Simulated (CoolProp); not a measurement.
Aqueous potassium carbonate as a coolant, at -4 °C, 1 atm.

Values from CoolProp's Melinder's fits for secondary coolants.

```csv
mass %,freezing point (°C),cp (kJ/(kg K)),conductivity (W/(m K)),Prandtl number,viscosity (mPa s)
15.5,-6.1,3.440,0.544,17.4,2.76
19.1,-8.2,3.305,0.541,18.7,3.06
22.7,-10.8,3.171,0.537,20.4,3.46
26.4,-14.2,3.039,0.533,23.0,4.03
30,-18.6,2.920,0.530,26.5,4.81
33.6,-24.2,2.816,0.526,31.6,5.91
37.2,-31.1,2.729,0.521,39.1,7.46
```
